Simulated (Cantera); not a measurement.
Charge: 1 mol Fe, 0.41 mol Cl₂, 0.29 mol N₂, held at 1648.15 K and 1.30 bar.

Method: chemical equilibrium by Gibbs-energy minimisation in Cantera with the NASA 1993 tables (ideal gas, pure condensed phases). Equilibrium is a limit: real reactors are often held back by kinetics, nucleation or transport.

```csv
species,before,after
N₂,0.417,1.000
FeCl₂,0.576,2.87e-5
Fe₂Cl₄,0.00625,1.86e-6
FeCl₃,0.000377,2.40e-9
Cl,4.78e-5,<1e-9
"Fe(γ), mol",0.590,0
"Fe(α), mol",0,0.590
"FeCl₂(s), mol",0,0.410
```
Gas species are given as mole fractions.

Question: Which change was made?
A. Cl₂ from 0.41 to 0.052 mol
B. temperature from 1648.15 K to 775 K
C. temperature from 1648.15 K to 1225 K
D. temperature from 1648.15 K to 1248 K

Answer: B, temperature from 1648.15 K to 775 K
